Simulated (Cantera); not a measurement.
A closed system holds: 1 mol CHF₃, 1.1 mol HCl, at 2325 K and 43.0 mbar.

Equilibrium computed with Cantera from the NASA thermochemical tables; the gas is ideal and each condensed phase is pure. Candidate condensed phases: C, C₆H₆, C₇H₈, C₈H₁₈; 118 gas species. Gases not in the tables: C₂F₆ and larger saturated fluorocarbons. Equilibrium is a limit: real reactors are often held back by kinetics, nucleation or transport.

### Question
What is the equilibrium state?

### Answer
| Quantity | Result |
|---|---|
| x(HF) | 0.564 |
| x(Cl) | 0.291 |
| x(CF₂) | 0.0636 |
| x(F) | 0.0591 |
| x(CF₄) | 0.0139 |
| x(HCl) | 0.00494 |
| x(CF₃) | 0.00170 |
| x(CF) | 0.00108 |
| x(Cl₂) | 0.000785 |
| n(C(graphite)) | 0.703 mol |
| gas amount | 3.694 mol |
